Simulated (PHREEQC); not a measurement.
A column of 0.2 m (30 cells, dispersivity 0.007 m, 720 s a shift, diffusion coefficient 3e-10 m²/s) holds 0.0037 eq of the database's cation exchanger X per kg of pore water, first in equilibrium with 0.015 mol ZnSO4, 0.007 mol CdCl2 and 1e-05 mol HCl per kg of water. It is flushed with 1.4 mmol/kgw Na2SO4, 2.1 mmol/kgw KBr and 0.01 mmol/kgw HCl, at 40 °C. Values are for the last cell. The system is closed to CO2. Precipitation was switched off in this run.

Base run: PHREEQC, ion-association model, phreeqc.dat. Each further column changes one thing. The table gives Na in solution (mol/kgw).

```tsv
pore volumes	base	exchange capacity from 0.0037 to 0.0019 eq/kgw	dispersivity from 0.007 to 0.014 m
0	0	0	0
0.2833	1.37e-10	___	4.11e-7
0.6833	0.000236	___	0.000502
0.95	0.00122	___	0.00136
1.217	0.00206	___	___
1.617	0.00249	0.00258	0.00245
1.883	0.00258	0.00265	0.00255
2.15	0.00265	0.00270	0.00261
2.417	0.00268	0.00272	0.00265
2.817	0.00271	0.00275	0.00269
3.083	0.00272	0.00275	0.00271
3.35	0.00273	___	0.00272
3.75	0.00274	0.00277	0.00273
4.017	0.00275	0.00277	0.00274
```

Question: Complete the blanks.

Answer: 
- 0.2833, exchange capacity from 0.0037 to 0.0019 eq/kgw: 1.57e-10
- 0.6833, exchange capacity from 0.0037 to 0.0019 eq/kgw: 0.000248
- 0.95, exchange capacity from 0.0037 to 0.0019 eq/kgw: 0.00127
- 1.217, exchange capacity from 0.0037 to 0.0019 eq/kgw: 0.00215
- 1.217, dispersivity from 0.007 to 0.014 m: 0.00202
- 3.35, exchange capacity from 0.0037 to 0.0019 eq/kgw: 0.00276

Away from 25 °C the constants follow the database's enthalpies or fits; those with neither stay at their 25 °C values.
